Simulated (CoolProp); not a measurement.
The fluid at 293.15 K and 2.43 MPa (liquid) is heated at constant pressure to 376.3 K. The same conditions are run with several fluids, on thermodynamics alone (safety and materials aside).

Model: reference Helmholtz-energy equation of state of each fluid (R22: Kamei 1995; n-octane: Beckmüller 2019; n-butane: Bücker 2006; water: Wagner 2002; sulfur dioxide: Gao 2016), in CoolProp.

### Question
Rank R22, n-octane, n-butane, water, sulfur dioxide by heat (kJ/kg), highest first.

### Answer
sulfur dioxide (387), water (348), R22 (238), n-butane (223), n-octane (197)

```tsv
fluid	final phase	final density (kg/m³)
R22	gas	81.8
n-octane	liquid	636
n-butane	liquid	467
water	liquid	957
sulfur dioxide	gas	62.7
```
